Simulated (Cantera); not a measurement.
A freely propagating, adiabatic, planar premixed flame of 4.69 % C3H8, 24.9 % O2, 67.5 % N2, 2.91 % H2O, unburnt at 700 K and 0.700 bar; mixture-averaged transport, grid criteria slope 0.08 and curve 0.16, no radiation.

Model: GRI-Mech 3.0 (53 species, 325 reactions), integrated in Cantera. GRI-Mech 3.0 was tuned for natural gas; its chemistry of propane as a main component is partial and can be far from experiment. Burning velocities carry a grid error of a few per cent, more on coarse grids.

### Question
Predict: laminar burning velocity; thermal thickness; peak x(C2H4); peak x(CH4); peak x(HO2); peak x(CH2O).

### Answer
| Item | Result |
|---|---|
| laminar burning velocity | 293 cm/s |
| thermal thickness | 0.281 mm |
| peak x(C2H4) | 0.0139 |
| peak x(CH4) | 0.00317 |
| peak x(HO2) | 0.000520 |
| peak x(CH2O) | 0.00250 |
